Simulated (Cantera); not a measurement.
An isothermal, constant-pressure homogeneous reactor starts with H₂ : O₂ : N₂ = 0.014 : 1 : 1.2 (molar parts), at 1273 K and 3.00 Torr.

Model: GRI-Mech 3.0 (53 species, 325 reactions), integrated in Cantera. Radical loss at walls, strong at low pressure, is not modelled.

x: mole fraction; the columns are a selection and need not sum to one.

```
t (s)        x H₂   x O₂    x H₂O₂     x NO₂     x H₂O     x HO₂
--------  -------  -----  --------  --------  --------  --------
6.00e-6   0.00632  0.452    <1e-12    <1e-12    <1e-12  1.73e-11
1.84e-5   0.00632  0.452    <1e-12    <1e-12    <1e-12  5.33e-11
5.66e-5   0.00632  0.452    <1e-12    <1e-12    <1e-12  1.64e-10
0.000174  0.00632  0.452    <1e-12    <1e-12  6.00e-12  5.03e-10
0.000534  0.00632  0.452    <1e-12    <1e-12  1.26e-10   1.54e-9
0.00164   0.00632  0.452  1.06e-12    <1e-12   2.04e-9   4.74e-9
0.00504   0.00632  0.452  9.35e-12    <1e-12   3.87e-8   1.46e-8
0.0155    0.00632  0.452  7.40e-11    <1e-12   5.15e-6   4.68e-8
0.0476          ?  0.446         ?    <1e-12   0.00555         ?
0.146     3.47e-5  0.446   2.89e-9    <1e-12   0.00583   1.26e-7
0.449     3.25e-5  0.446   2.86e-9    <1e-12   0.00586   1.23e-7
1.38      2.68e-5  0.447   2.77e-9    <1e-12   0.00593   1.12e-7
4.24      1.61e-5  0.448   2.45e-9  1.87e-12   0.00606   8.80e-8
13.0      5.51e-6  0.449   1.67e-9  4.32e-12   0.00620   4.94e-8
40.0      1.08e-6  0.450  6.88e-10  9.23e-12   0.00629   1.76e-8
```

### Question
What belongs in the gaps?

### Answer

- 0.0476, x H₂: 0.000147
- 0.0476, x H₂O₂: 5.08e-9
- 0.0476, x HO₂: 1.58e-7
